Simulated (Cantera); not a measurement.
Input (Python, Cantera) and output of one run.

```python
import numpy as np
import cantera as ct

gas_names = """
    CL CLO CL2 H HCL HOCL HO2 H2 H2O H2O2 O OH O2 O3 Si SiCL SiCL2 SiCL3 SiCL4 SiH SiHCL3 SiH2 SiH2CL2
    SiH3 SiH3CL SiH4 SiO SiO2 Si2 Si3
""".split()
cond_names = """
    H2O(s) H2O(L) Si(cr) Si(L) SiO2(Lqz) SiO2(hqz) SiO2(L)
""".split()


# ... load() reads the species with a 1 bar reference pressure and builds the phases ...
atoms = {
    'SiCl4': {'Si': 1, 'CL': 4},
    'O2': {'O': 2},
    'H2': {'H': 2},
}
top_T = {}  # K; cautious upper limits of use, not melting points


# ... equilibrate(T, P, feed) seeds the gas with the atoms and calls Mixture.equilibrate('TP', solver="vcs", rtol=1e-11, max_steps=5000) ...
results = []
feed = {'SiCl4': 1, 'O2': 0.82, 'H2': 9.2}  # mol
T = 1798  # K
P = 13332.2  # Pa
mix = equilibrate(T, P, feed)
results.append((T, P, feed, dict(zip(mix.species_names, mix.species_moles))))
x = sorted(zip(gas.X, gas.species_names), reverse=True)
print(f"T = {T:g} K  P = {P:g} Pa  gas = {mix.phase_moles(0):.4g} mol")
print("   x: " + "  ".join(f"{s} {v:.3e}" for v, s in x if v > 1e-05))
print("   condensed (mol): " + ("  ".join(f"{mix.phase(i).name} {mix.phase_moles(i):.4g}"
      for i in range(1, mix.n_phases) if mix.phase_moles(i) > 1e-12) or "none"))
```

Output:

```
T = 1798 K  P = 13332.2 Pa  gas = 11.48 mol
   x: H2 6.305e-01  HCL 3.401e-01  SiO 2.415e-02  SiCL2 3.478e-03  H 7.656e-04  H2O 4.131e-04  CL 3.162e-04  SiCL3 2.770e-04  SiCL4 3.572e-05  SiHCL3 1.653e-05
   condensed (mol): SiO2(L) 0.679
```

Cantera equilibrium calculation (NASA polynomials, part measured and part estimated; ideal gas, pure solids and liquids). The tables' values for SiCl3 are old estimates; treat these amounts as uncertain. The tables hold silica as quartz up to 1696 K and as liquid above; real silica turns to tridymite and cristobalite and melts near 1996 K.
